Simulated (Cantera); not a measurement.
Charge: 1 mol Si, 0.0077 mol O₂, 230 mol N₂, 0.16 mol NH₃, equilibrated at 750 K and 0.233 Torr.

These are equilibrium values from Cantera (NASA tables, ideal gas, pure condensed phases), not measurements of a reactor. Candidate condensed phases: H₂O, Si, SiO₂, Si₂N₂O, Si₃N₄; 35 gas species. Kinetics and transport are ignored.

Base state: N₂ 0.999, H₂ 0.00105 (mole fractions); condensed: Si₂N₂O(s) + Si₃N₄(s).

What changes in the equilibrium state with this change: NH₃ from 0.16 to 11 mol?


```
species          before   after
--------------  -------  ------
N₂                0.999   0.934
H₂              0.00105  0.0656
Si₂N₂O(s), mol   0.0154  0.0154
Si₃N₄(s), mol     0.323   0.323
```

What changes in the equilibrium state with this change: temperature from 750 K to 1800 K?


```json
[
 {"species": "N₂", "before": "0.999", "after": "0.994"},
 {"species": "Si", "before": "<1e-9", "after": "0.00416"},
 {"species": "H₂", "before": "0.00105", "after": "0.000756"},
 {"species": "H", "before": "<1e-9", "after": "0.000559"},
 {"species": "SiO", "before": "<1e-9", "after": "6.66e-5"},
 {"species": "SiN", "before": "<1e-9", "after": "3.23e-5"},
 {"species": "Si₂N₂O(s), mol", "before": "0.0154", "after": "0"},
 {"species": "Si₃N₄(s), mol", "before": "0.323", "after": "0"}
]
```
The tables' values for SiN are old estimates; treat these amounts as uncertain.
